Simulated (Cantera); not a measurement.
Input (Python, Cantera):

```python
import numpy as np
import cantera as ct

gas = ct.Solution("gri30.yaml")
gas.TPX = 1200, 2666, {'N2O': 1, 'O2': 0.029}
reactor = ct.IdealGasConstPressureReactor(gas, energy="off", clone=False)
net = ct.ReactorNet([reactor])
net.rtol, net.atol = 1e-08, 1e-18
show = ['N2O', 'O2', 'O', 'NO', 'NO2', 'N2']
times = np.geomspace(0.0005, 100, 10)

steps = ct.SolutionArray(gas, extra=["t"])
rows = []
print(f"{'t/s':>10s}{'T/K':>9s}{'P/Pa':>11s}" + "".join(f"{s:>11s}" for s in show))
for t in times:
    while net.time < t:
        t_next = net.step()
        steps.append(gas.state, t=t_next)
    rows.append([np.interp(t, steps.t, y) for y in (steps.T, steps.P, *steps(*show).X.T)])
    print(f"{t:10.3e}{rows[-1][0]:9.1f}{rows[-1][1]:11.4g}" + "".join(f"{x:11.3e}" for x in rows[-1][2:]))
rate = np.gradient(steps.T, steps.t)
print("integrator steps:", len(steps.t))
if steps.T.max() > steps.T[0] + 200:
    print(f"time of steepest temperature rise: {steps.t[rate.argmax()]:.4e} s")
gas.TPX = 1200, 2666, {'N2O': 1, 'O2': 0.029}
gas.equilibrate("TP")
print(f"equilibrium (TP): T = {gas.T:.1f} K  " + "  ".join(f"{s} {gas[s].X[0]:.3e}" for s in show))
```

Result:

```
       t/s      T/K       P/Pa        N2O         O2          O         NO        NO2         N2
 5.000e-04   1200.0       2666  9.718e-01  2.818e-02  1.624e-06  4.974e-07  4.943e-14  6.117e-06
 1.941e-03   1200.0       2666  9.718e-01  2.819e-02  1.830e-06  2.869e-06  1.622e-12  2.774e-05
 7.533e-03   1200.0       2666  9.716e-01  2.823e-02  1.830e-06  1.224e-05  2.940e-11  1.124e-04
 2.924e-02   1200.0       2666  9.711e-01  2.838e-02  1.830e-06  4.860e-05  4.581e-10  4.409e-04
 1.135e-01   1200.0       2666  9.691e-01  2.897e-02  1.830e-06  1.895e-04  6.569e-09  1.714e-03
 4.405e-01   1200.0       2666  9.614e-01  3.121e-02  1.830e-06  7.327e-04  8.031e-08  6.621e-03
 1.710e+00   1200.0       2666  9.323e-01  3.970e-02  1.830e-06  2.787e-03  6.473e-07  2.519e-02
 6.637e+00   1200.0       2666  8.297e-01  6.963e-02  1.827e-06  1.002e-02  3.099e-06  9.061e-02
 2.576e+01   1200.0       2666  5.454e-01  1.526e-01  1.815e-06  3.004e-02  1.108e-05  2.720e-01
 1.000e+02   1200.0       2666  1.376e-01  2.717e-01  1.719e-06  5.839e-02  2.584e-05  5.322e-01
integrator steps: 740
equilibrium (TP): T = 1200.0 K  N2O 2.395e-09  O2 3.459e-01  O 9.085e-08  NO 2.299e-04  NO2 8.113e-07  N2 6.539e-01
```

Computed with Cantera and GRI-Mech 3.0 (53 species, 325 reactions). GRI-Mech 3.0 was tuned for natural gas; its chemistry of N2O as a main component is partial and can be far from experiment. Radical loss at walls, strong at low pressure, is not modelled. The mechanism lacks the step 2 NO + O2 → 2 NO2, which can matter for NO2 below about 1400 K. The temperature is held fixed by assumption; the heat of reaction is taken as removed at once.
